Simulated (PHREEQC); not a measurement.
0.027 g of hydrous ferric oxide (600 m²/g; 0.2 weak and 0.005 strong sites per Fe, Dzombak-Morel constants, diffuse double layer) in 1 kg of water with 0.001 mol/kgw of an inert sodium salt and 0.089 mmol/kgw ZnSO4 and 0.02 mmol/kgw NaH2PO4, at 25 °C; the pH is set by adding NaOH or the inert anion's acid. Oxygen alone is held at its pressure in air (log pO2 = -0.68). CO2 from the air is kept out. No solid was allowed to form.

Equilibrium calculation in PHREEQC: ion-association model, wateq4f.dat.

| pH | S sorbed (%) | Zn sorbed (%) | P sorbed (%) | surface charge σ (C/m²) |
|---|---|---|---|---|
| 3 | 20.7 | 0.0 | 97.6 | 0.024 |
| 3.38 | 20.0 | 0.0 | 97.9 | 0.020 |
| 3.75 | 18.4 | 0.0 | 98.2 | 0.018 |
| 4.12 | 16.1 | 0.0 | 98.5 | 0.016 |
| 4.5 | 13.2 | 0.1 | 98.9 | 0.014 |
| 4.88 | 10.1 | 0.3 | 99.2 | 0.013 |
| 5.25 | 7.1 | 0.9 | 99.3 | 0.011 |
| 5.62 | 4.2 | 1.6 | 99.4 | 0.009 |
| 6 | 1.8 | 2.7 | 99.3 | 0.007 |
| 6.38 | 0.6 | 6.4 | 98.8 | 0.005 |
| 6.75 | 0.2 | 16.2 | 97.9 | 0.003 |
| 7.12 | 0.1 | 28.3 | 96.8 | 0.003 |
| 7.5 | 0.1 | 37.0 | 95.3 | 0.003 |
| 7.88 | 0.0 | 41.4 | 93.5 | 0.003 |
| 8.25 | 0.0 | 43.1 | 91.0 | 0.003 |
| 8.62 | 0.0 | 43.2 | 85.9 | 0.003 |
| 9 | 0.0 | 42.0 | 75.3 | 0.002 |

Along this series the solution becomes supersaturated in solids that the run did not let form, among them Zn(OH)2-e. Species that the database lacks are ignored. H3PO4, which wateq4f.dat lacks, is added to it with the constant of phreeqc.dat. The database has no phosphate complexes of Zn. The oxide is taken as insoluble; below pH 4 it would dissolve.
